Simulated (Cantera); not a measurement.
An isothermal, constant-pressure homogeneous reactor starts with NO : N₂ = 1 : 9.3 (molar parts), at 2100 K and 750 Torr. Integrator tolerance rtol = 1e-08.

Cantera simulation using GRI-Mech 3.0 (53 species, 325 reactions); the numbers are that mechanism's predictions, not measurements.

Q: What does this change do: temperature 2100 to 1648 K?

A: 
| quantity | before | after |
|---|---|---|
| x(NO) at 100 s | 0.00512 (gas-phase equilibrium 0.00512) | 0.0439 (gas-phase equilibrium 0.00125) |
| x(N₂) at 100 s | 0.949 (gas-phase equilibrium 0.949) | 0.929 (gas-phase equilibrium 0.951) |
| x(N₂O) at 100 s | 3.14e-7 (gas-phase equilibrium 3.14e-7) | 7.85e-7 (gas-phase equilibrium 8.08e-8) |
| x(O) at 100 s | 0.000299 (gas-phase equilibrium 0.000299) | 4.19e-6 (gas-phase equilibrium 5.58e-6) |
| x(NO₂) at 100 s | 3.51e-6 (gas-phase equilibrium 3.51e-6) | 5.57e-5 (gas-phase equilibrium 2.11e-6) |
| x(O₂) at 100 s | 0.0458 (gas-phase equilibrium 0.0458) | 0.0265 (gas-phase equilibrium 0.0479) |

Q: What does this change do: temperature 2100 to 1825 K?

A: 
```tsv
quantity	before	after
x(NO) at 100 s	0.00512 (gas-phase equilibrium 0.00512)	0.00372 (gas-phase equilibrium 0.00237)
x(N₂) at 100 s	0.949 (gas-phase equilibrium 0.949)	0.950 (gas-phase equilibrium 0.950)
x(N₂O) at 100 s	3.14e-7 (gas-phase equilibrium 3.14e-7)	1.51e-7 (gas-phase equilibrium 1.49e-7)
x(O) at 100 s	0.000299 (gas-phase equilibrium 0.000299)	3.34e-5 (gas-phase equilibrium 3.36e-5)
x(NO₂) at 100 s	3.51e-6 (gas-phase equilibrium 3.51e-6)	4.17e-6 (gas-phase equilibrium 2.67e-6)
x(O₂) at 100 s	0.0458 (gas-phase equilibrium 0.0458)	0.0467 (gas-phase equilibrium 0.0473)
```
